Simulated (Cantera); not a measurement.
Adiabatic ignition

An adiabatic, constant-volume homogeneous reactor starts with CO : H2 : O2 : N2 = 1 : 0.044 : 0.29 : 1.09 (molar parts), at 1750 K and 0.310 bar.

Cantera simulation using GRI-Mech 3.0 (53 species, 325 reactions); the numbers are that mechanism's predictions, not measurements.

```json
[
 {"t (s)": "4.00e-6", "T (K)": "1750", "P (bar)": "0.310", "x CO": "0.413", "x H2": "0.0182", "x O2": "0.120", "x NO": "<1e-12", "x O": "1.11e-6", "x NO2": "<1e-12", "x H": "5.58e-7"},
 {"t (s)": "1.02e-5", "T (K)": "1750", "P (bar)": "0.310", "x CO": "0.413", "x H2": "0.0181", "x O2": "0.120", "x NO": "1.17e-12", "x O": "4.40e-6", "x NO2": "<1e-12", "x H": "3.62e-6"},
 {"t (s)": "2.60e-5", "T (K)": "1750", "P (bar)": "0.310", "x CO": "0.412", "x H2": "0.0180", "x O2": "0.119", "x NO": "3.26e-11", "x O": "8.53e-5", "x NO2": "<1e-12", "x H": "8.18e-5"},
 {"t (s)": "6.62e-5", "T (K)": "1789", "P (bar)": "0.317", "x CO": "0.384", "x H2": "0.00231", "x O2": "0.0880", "x NO": "2.04e-7", "x O": "0.0232", "x NO2": "2.33e-11", "x H": "0.0120"},
 {"t (s)": "0.000169", "T (K)": "1963", "P (bar)": "0.346", "x CO": "0.317", "x H2": "0.00121", "x O2": "0.0387", "x NO": "1.45e-5", "x O": "0.0602", "x NO2": "1.65e-9", "x H": "0.0268"},
 {"t (s)": "0.000430", "T (K)": "2202", "P (bar)": "0.382", "x CO": "0.312", "x H2": "0.00172", "x O2": "0.0384", "x NO": "0.000102", "x O": "0.0493", "x NO2": "1.03e-8", "x H": "0.0217"},
 {"t (s)": "0.00110", "T (K)": "2598", "P (bar)": "0.440", "x CO": "0.301", "x H2": "0.00220", "x O2": "0.0362", "x NO": "0.00115", "x O": "0.0316", "x NO2": "1.35e-7", "x H": "0.0129"},
 {"t (s)": "0.00279", "T (K)": "2881", "P (bar)": "0.478", "x CO": "0.288", "x H2": "0.00229", "x O2": "0.0290", "x NO": "0.00840", "x O": "0.0193", "x NO2": "1.33e-6", "x H": "0.00792"},
 {"t (s)": "0.00711", "T (K)": "2887", "P (bar)": "0.479", "x CO": "0.288", "x H2": "0.00232", "x O2": "0.0277", "x NO": "0.0116", "x O": "0.0183", "x NO2": "1.83e-6", "x H": "0.00771"},
 {"t (s)": "0.0181", "T (K)": "2887", "P (bar)": "0.479", "x CO": "0.288", "x H2": "0.00232", "x O2": "0.0276", "x NO": "0.0117", "x O": "0.0183", "x NO2": "1.84e-6", "x H": "0.00771"},
 {"t (s)": "0.0462", "T (K)": "2887", "P (bar)": "0.479", "x CO": "0.288", "x H2": "0.00232", "x O2": "0.0276", "x NO": "0.0117", "x O": "0.0183", "x NO2": "1.84e-6", "x H": "0.00771"},
 {"t (s)": "0.118", "T (K)": "2887", "P (bar)": "0.479", "x CO": "0.288", "x H2": "0.00232", "x O2": "0.0276", "x NO": "0.0117", "x O": "0.0183", "x NO2": "1.84e-6", "x H": "0.00771"},
 {"t (s)": "0.300", "T (K)": "2887", "P (bar)": "0.479", "x CO": "0.288", "x H2": "0.00232", "x O2": "0.0276", "x NO": "0.0117", "x O": "0.0183", "x NO2": "1.84e-6", "x H": "0.00771"}
]
```
x: mole fraction; the columns are a selection and need not sum to one.

- time of steepest temperature rise = 63.6 µs
- temperature at 0.300 s = 2887 K
- equilibrium temperature = 2887 K
- x(CO) at 0.300 s = 0.288 (gas-phase equilibrium 0.288)
- x(H2) at 0.300 s = 0.00232 (gas-phase equilibrium 0.00232)
- x(O2) at 0.300 s = 0.0276 (gas-phase equilibrium 0.0276)
